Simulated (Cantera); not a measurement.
A closed system holds: 1 mol Ta2O5, 430 mol H2, 0.37 mol H2O.

Method: chemical equilibrium by Gibbs-energy minimisation in Cantera with the NASA 1993 tables (ideal gas, pure condensed phases). Candidate condensed phases: H2O, Ta, Ta2O5; 12 gas species. Mutual solubility and eutectic melting of coexisting phases are not modelled. Condensed phases not in the tables: N, O or C dissolved in the metal. Rates play no part.

Stable condensed phases, one row left out:

```
T in K \ P in Pa
              10      52     270    1400    7200   37000  190000 1000000
   2175        A       A       A       B       B       B       B       B
   2075        A       A       B       B       B       B       B       B
   1975        A       C       B       B       B       B       B       B
   1775        C       C       C       C       C       C       C       C
   1675        C       C       C       C       C       C       C       C
   1575        C       C       C       C       C       C       C       C
   1475        C       C       C       C       C       C       C       C
   1375        C       C       C       C       C       C       C       C
   1275        C       C       C       C       C       C       C       C
   1175        C       C       C       C       C       C       C       C
   1075        C       C       C       C       C       C       C       C
    975        C       C       C       C       C       C       C       C
    875        C       C       C       C       C       C       C       C
```

A: gas only; B: Ta + Ta2O5; C: Ta2O5.

Q: Give the row for 1875 K.

A: 10: Ta2O5; 52: Ta2O5; 270: Ta + Ta2O5; 1400: Ta + Ta2O5; 7200: Ta + Ta2O5; 37000: Ta + Ta2O5; 190000: Ta + Ta2O5; 1000000: Ta + Ta2O5.
